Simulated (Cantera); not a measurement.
Cantera run:

```python
import numpy as np
import cantera as ct

gas_names = """
    H HO2 H2 H2O H2O2 O OH O2 O3 Si SiH SiH2 SiH3 SiH4 SiO SiO2 Si2 Si3
""".split()
cond_names = """
    H2O(s) H2O(L) Si(cr) Si(L) SiO2(Lqz) SiO2(hqz) SiO2(L)
""".split()


def load(file, names, dense=False):
    # The tables refer to 1 bar. Condensed volumes are neglected.
    table = {s.name: s for s in ct.Species.list_from_file(file)}
    out = []
    for n in names:
        d = dict(table[n].input_data)
        d["thermo"] = dict(d["thermo"], **{"reference-pressure": 1e5})
        if dense:
            d["equation-of-state"] = {"model": "constant-volume", "density": "1e6 g/cm^3"}
        out.append(ct.Species.from_dict(d))
    return out


gas = ct.Solution(thermo="ideal-gas", species=load("nasa_gas.yaml", gas_names))
cond = {s.name: ct.Solution(thermo="fixed-stoichiometry", species=[s], name=s.name)
        for s in load("nasa_condensed.yaml", cond_names, dense=True)}
atoms = {
    'Si': {'Si': 1},
    'O2': {'O': 2},
    'H2': {'H': 2},
}
top_T = {}  # K; cautious upper limits of use, not melting points


def equilibrate(T, P, feed):
    n = {}
    for name, mol in feed.items():
        for a, k in atoms[name].items():
            n[a] = n.get(a, 0.0) + k * mol
    gas.TPX = T, P, n
    mass = sum(n.values()) * gas.mean_molecular_weight
    gas.equilibrate("TP")
    valid = [c for c in cond.values() if c.min_temp <= T <= top_T.get(c.name, c.max_temp)]
    mix = ct.Mixture([(gas, mass / gas.mean_molecular_weight)] + [(c, 0.0) for c in valid])
    mix.T, mix.P = T, P
    mix.equilibrate("TP", solver="vcs", rtol=1e-11, max_steps=5000)
    return mix


results = []
feed = {'Si': 1, 'O2': 0.64, 'H2': 920}  # mol
T = 1198.15  # K
for P in [0.1, 0.75, 5.6, 42, 320, 2400, 18000, 130000, 1000000]:
    mix = equilibrate(T, P, feed)
    results.append((T, P, feed, dict(zip(mix.species_names, mix.species_moles))))

top = {s: max(r[3][s] / sum(r[3][g] for g in gas_names) for r in results) for s in gas_names}
cols = sorted((s for s in top if top[s] > 1e-06), key=lambda s: -top[s])[:8]
seen = [c for c in cond_names if any(r[3].get(c, 0) > 1e-12 for r in results)]
print("log10 of partial pressures in bar; condensed amounts in mol")
print(f"{'P/Pa':>10s}" + "".join(f"{s[:9]:>10s}" for s in cols + seen))
for T, P, feed, n in results:
    ng = sum(n[g] for g in gas_names)
    print(f"{P:10.4g}" + "".join(f"{np.log10(max(n[s] / ng * P / 1e5, 1e-99)):10.3f}" for s in cols)
          + "".join(f"{n.get(c, 0):10.4g}" for c in seen))
```

Output:

```
log10 of partial pressures in bar; condensed amounts in mol
      P/Pa        H2       SiO         H       H2O      SiH4    Si(cr) SiO2(hqz)
       0.1    -6.000    -9.088    -9.720   -10.456   -23.778         0    0.2478
      0.75    -5.125    -8.229    -9.282   -10.440   -20.310         0    0.2755
       5.6    -4.252    -7.358    -8.846   -10.438   -16.822         0    0.2794
        42    -3.377    -6.484    -8.408   -10.437   -13.323         0    0.2799
       320    -2.495    -6.294    -7.967    -9.745   -11.179    0.2869    0.5669
      2400    -1.620    -6.294    -7.530    -8.870    -9.428    0.3503    0.6302
   1.8e+04    -0.745    -6.294    -7.092    -7.995    -7.678    0.3586    0.6387
   1.3e+05     0.114    -6.294    -6.663    -7.136    -5.961    0.3591    0.6398
     1e+06     1.000    -6.294    -6.220    -6.250    -4.189     0.354      0.64
```

Method: chemical equilibrium by Gibbs-energy minimisation in Cantera with the NASA 1993 tables (ideal gas, pure condensed phases). Mutual solubility and eutectic melting of coexisting phases are not modelled. The tables hold silica as quartz up to 1696 K and as liquid above; real silica turns to tridymite and cristobalite and melts near 1996 K.
